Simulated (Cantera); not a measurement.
What does this Cantera script print?

```python
import numpy as np
import cantera as ct

gas = ct.Solution("gri30.yaml")
gas.TPX = 1875, 33000, {'CH4': 1, 'H2O': 1.3, 'H2': 0.19}
reactor = ct.IdealGasConstPressureReactor(gas, energy="off", clone=False)
net = ct.ReactorNet([reactor])
net.rtol, net.atol = 1e-08, 1e-18
show = ['CH4', 'H2O', 'H2', 'O2', 'CO', 'CH2O']
times = np.geomspace(7e-05, 100, 12)

steps = ct.SolutionArray(gas, extra=["t"])
rows = []
print(f"{'t/s':>10s}{'T/K':>9s}{'P/Pa':>11s}" + "".join(f"{s:>11s}" for s in show))
for t in times:
    while net.time < t:
        t_next = net.step()
        steps.append(gas.state, t=t_next)
    rows.append([np.interp(t, steps.t, y) for y in (steps.T, steps.P, *steps(*show).X.T)])
    print(f"{t:10.3e}{rows[-1][0]:9.1f}{rows[-1][1]:11.4g}" + "".join(f"{x:11.3e}" for x in rows[-1][2:]))
rate = np.gradient(steps.T, steps.t)
print("integrator steps:", len(steps.t))
if steps.T.max() > steps.T[0] + 200:
    print(f"time of steepest temperature rise: {steps.t[rate.argmax()]:.4e} s")
gas.TPX = 1875, 33000, {'CH4': 1, 'H2O': 1.3, 'H2': 0.19}
gas.equilibrate("TP")
print(f"equilibrium (TP): T = {gas.T:.1f} K  " + "  ".join(f"{s} {gas[s].X[0]:.3e}" for s in show))
```

Output:

```
       t/s      T/K       P/Pa        CH4        H2O         H2         O2         CO       CH2O
 7.000e-05   1875.0    3.3e+04  3.887e-01  5.193e-01  8.336e-02  2.665e-10  1.249e-05  2.851e-05
 2.539e-04   1875.0    3.3e+04  3.138e-01  4.971e-01  1.494e-01  6.857e-09  6.274e-04  9.033e-05
 9.208e-04   1875.0    3.3e+04  1.690e-01  4.341e-01  3.085e-01  1.198e-08  3.174e-03  3.664e-05
 3.340e-03   1875.0    3.3e+04  6.587e-02  3.811e-01  4.272e-01  7.189e-09  1.073e-02  1.269e-05
 1.211e-02   1875.0    3.3e+04  2.468e-02  3.263e-01  4.998e-01  5.707e-09  3.337e-02  4.529e-06
 4.393e-02   1875.0    3.3e+04  1.617e-02  2.406e-01  5.709e-01  3.115e-09  8.572e-02  1.885e-06
 1.593e-01   1875.0    3.3e+04  9.448e-03  1.451e-01  6.467e-01  1.199e-09  1.537e-01  5.523e-07
 5.779e-01   1875.0    3.3e+04  3.664e-03  8.292e-02  6.964e-01  4.378e-10  2.018e-01  1.246e-07
 2.096e+00   1875.0    3.3e+04  4.631e-04  6.310e-02  7.132e-01  2.639e-10  2.173e-01  3.074e-08
 7.602e+00   1875.0    3.3e+04  4.126e-08  6.216e-02  7.143e-01  2.583e-10  2.180e-01  2.114e-08
 2.757e+01   1875.0    3.3e+04  1.343e-08  6.216e-02  7.143e-01  2.583e-10  2.180e-01  2.114e-08
 1.000e+02   1875.0    3.3e+04  1.343e-08  6.216e-02  7.143e-01  2.583e-10  2.180e-01  2.114e-08
integrator steps: 2031
equilibrium (TP): T = 1875.0 K  CH4 1.652e-08  H2O 6.216e-02  H2 7.143e-01  O2 2.583e-10  CO 2.180e-01  CH2O 2.114e-08
```

Detailed kinetics in Cantera: GRI-Mech 3.0 (53 species, 325 reactions).
